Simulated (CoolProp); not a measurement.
Aqueous lithium chloride as a coolant, at -17 °C, 1 atm.

Model: Melinder's fits for secondary coolants, in CoolProp.

```csv
mass %,freezing point (°C),viscosity (mPa s),Prandtl number,density (kg/m³),conductivity (W/(m K))
13.7,-20.1,5.24,34.6,1083,0.511
16.1,-27.6,5.73,36.5,1099,0.507
18.4,-36.6,6.25,38.6,1113,0.504
20.8,-47.7,6.89,41.4,1129,0.500
23.1,-58.8,7.67,45.2,1144,0.496
```
